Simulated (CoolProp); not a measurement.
Vapour-liquid equilibrium of R125 (1) + R245fa (2) at 213.8 K; x and y are mole fractions of (1).

Computed with CoolProp (multi-fluid Helmholtz-energy mixture model, Lemmon 2005 and Akasaka 2015; pair parameters Bell 2016).

Q: Give the bubble pressure and the first vapour's composition at x = 0.55, 0.85, 0.95. Is there an azeotrope?

A: x = 0.55: 0.03284 MPa, y = 0.979; x = 0.85: 0.04818 MPa, y = 0.995; x = 0.95: 0.05355 MPa, y = 0.998. No azeotrope shows between x = 0.05 and 0.95.

The pair parameters rest on a limited set of measurements; away from them the model extrapolates.
